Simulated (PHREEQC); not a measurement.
PHREEQC input (ion-association model, phreeqc.dat):

```
SOLUTION 1
  temp 25
  units mol/kgw
  pH 7 charge
  Cl 0.17
  Na 0.17
END
SELECTED_OUTPUT 1
  -reset false
  -pH true
  -pe true
  -ionic_strength true
  -water true
  -totals Cl Na Ntg
  -molalities H+ Na+ Cl- OH- NaOH
  -saturation_indices Halite
USER_PUNCH 1
  -headings p_Ntg(g) phi_Ntg(g) p_H2O(g) phi_H2O(g) density
  10 PUNCH PR_P("Ntg(g)"), PR_PHI("Ntg(g)"), PR_P("H2O(g)"), PR_PHI("H2O(g)"), RHO
PRINT
  -reset false
USE solution 1
REACTION_TEMPERATURE 1
  10
GAS_PHASE 1
  -fixed_pressure
  -pressure 30
  -temperature 10
  -volume 20
  Ntg(g) 30
  H2O(g) 0
END
# ... the last block is repeated for the other 8 points of T (°C)
```

Selected output (columns that matter, 9 of 9 rows; T (°C) added in front):

```
T (°C)	pH	mu	Cl	Na	Ntg	m_H+	m_Na+	m_Cl-	si_Halite	p_Ntg(g)	phi_Ntg(g)	p_H2O(g)	phi_H2O(g)	density
10	7.2377	0.17004	0.17004	0.17004	0.023279	7.1624e-08	0.17004	0.17004	-3.3556	29.986	0.98309	0.013708	0.91102	1.0083
20	7.0542	0.17007	0.17007	0.17007	0.019703	1.0958e-07	0.17007	0.17007	-3.367	29.974	0.9865	0.025686	0.91929	1.0065
30	6.8884	0.17011	0.17011	0.17011	0.017214	1.6105e-07	0.17011	0.17011	-3.3786	29.954	0.98947	0.046012	0.92649	1.0038
40	6.7382	0.17019	0.17019	0.17019	0.015467	2.2839e-07	0.17019	0.17019	-3.39	29.921	0.99207	0.079146	0.93267	1.0002
50	6.602	0.17031	0.17031	0.17031	0.014246	3.1373e-07	0.17031	0.17031	-3.4014	29.869	0.99435	0.13123	0.93787	0.99598
60	6.4783	0.17048	0.17048	0.17048	0.01341	4.1885e-07	0.17048	0.17048	-3.4127	29.79	0.99636	0.21044	0.9421	0.99113
70	6.3659	0.17072	0.17072	0.17072	0.012866	5.4496e-07	0.17072	0.17072	-3.4236	29.673	0.99813	0.32739	0.94533	0.98572
80	6.2638	0.17107	0.17107	0.17107	0.01255	6.927e-07	0.17107	0.17107	-3.4343	29.505	0.99971	0.49545	0.94754	0.97979
90	6.1712	0.17155	0.17155	0.17155	0.012416	8.6197e-07	0.17155	0.17155	-3.4446	29.269	1.0011	0.73111	0.94868	0.9734
```

Constants without temperature data keep their 25 °C values here.
